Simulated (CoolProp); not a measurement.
A single-stage vapour-compression cycle with R21: evaporating at 311.15 K (dew point), condensing at 373.15 K (bubble point), superheat 5 K, subcooling 0 K, compressor efficiency 0.85, no pressure losses. Each further row changes one setting.

Values from CoolProp's reference Helmholtz-energy equation of state, Platzer 1990. This equation is an older, rougher fit; its heat capacities, sound speeds and derivatives of the liquid may be far off and weren't checked against measurements.

| case | cooling COP | pressure ratio | discharge temperature (K) | refrigerating effect (kJ/kg) | volumetric capacity (kJ/m³) |
|---|---|---|---|---|---|
| as stated | 3.32 | 4.78 | 404.5 | 156 | 1820 |
| evaporating temperature 316.15 K | 3.73 | (withheld) | (withheld) | 159 | (withheld) |
| condensing temperature 368.15 K | (withheld) | 4.30 | 398.0 | 162 | 1890 |
| subcooling 5 K | (withheld) | 4.78 | 404.5 | 162 | 1890 |
| superheat 15 K | 3.32 | 4.78 | 415.3 | (withheld) | 1830 |
| compressor efficiency 0.75 | (withheld) | 4.78 | (withheld) | 156 | 1820 |

Question: Fill in the missing entries.

Answer: 
- evaporating temperature 316.15 K, pressure ratio: 4.11
- evaporating temperature 316.15 K, discharge temperature (K): 401.7
- evaporating temperature 316.15 K, volumetric capacity (kJ/m³): 2140
- condensing temperature 368.15 K, cooling COP: 3.70
- subcooling 5 K, cooling COP: 3.44
- superheat 15 K, refrigerating effect (kJ/kg): 163
- compressor efficiency 0.75, cooling COP: 2.93
- compressor efficiency 0.75, discharge temperature (K): 412.3
